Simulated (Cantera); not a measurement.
Feed: 1 mol Cr, 4.6 mol H2O, 72 mol H2, held at 1798.15 K and 0.260 Pa.

Equilibrium computed with Cantera from the NASA thermochemical tables; the gas is ideal and each condensed phase is pure. Candidate condensed phases: Cr, Cr2O3, H2O; 13 gas species. Equilibrium is a limit: real reactors are often held back by kinetics, nucleation or transport.

Base state: H2 0.746, H 0.189, H2O 0.0522, Cr 0.0112, OH 0.000868, CrO 0.000411, O 0.000170, CrO2 1.11e-5 (mole fractions); condensed: gas only.

Task: What changes in the equilibrium state with this change: temperature from 1798.15 K to 1848 K?

Result: 
```json
[
 {"species": "H2", "before": "0.746", "after": "0.669"},
 {"species": "H", "before": "0.189", "after": "0.269"},
 {"species": "H2O", "before": "0.0522", "after": "0.0489"},
 {"species": "Cr", "before": "0.0112", "after": "0.0107"},
 {"species": "O2", "before": "5.27e-6", "after": "1.42e-5"},
 {"species": "O", "before": "0.000170", "after": "0.000443"},
 {"species": "OH", "before": "0.000868", "after": "0.00144"}
]
```
